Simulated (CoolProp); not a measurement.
Vapour-liquid equilibrium of propane (1) + R236EA (2) at 44.75 °C; x and y are mole fractions of (1).

Values from CoolProp's multi-fluid Helmholtz-energy mixture model, Lemmon 2009 and Rui 2013; pair parameters Bell 2016.

```tsv
x	bubble pressure (kPa)	y at the bubble point	dew pressure at overall composition x (kPa)	liquid density (mol/L)
0.05	555.7	0.299	411.0	[?]
0.15	827.7	0.542	459.5	[?]
0.25	1025	0.643	520.0	[?]
0.35	1162	0.699	597.5	9.147
0.45	1260	0.737	[?]	9.213
0.55	1334	0.768	841.0	9.300
0.65	[?]	0.798	1040	9.425
0.75	1453	[?]	1293	9.605
0.85	1499	0.883	1470	9.859
0.95	1526	0.953	1525	[?]
```

Complete the blanks.


- 0.05, liquid density (mol/L): 8.980
- 0.15, liquid density (mol/L): 9.037
- 0.25, liquid density (mol/L): 9.091
- 0.45, dew pressure at overall composition x (kPa): 700.1
- 0.65, bubble pressure (kPa): 1397
- 0.75, y at the bubble point: 0.835
- 0.95, liquid density (mol/L): 10.20

No azeotrope shows between x = 0.05 and 0.95.

Pair parameters are fitted to limited data, so mixtures are less certain than the pure fluids. With so large a gap from Raoult's law the liquid may split in two, which this calculation doesn't test in full.
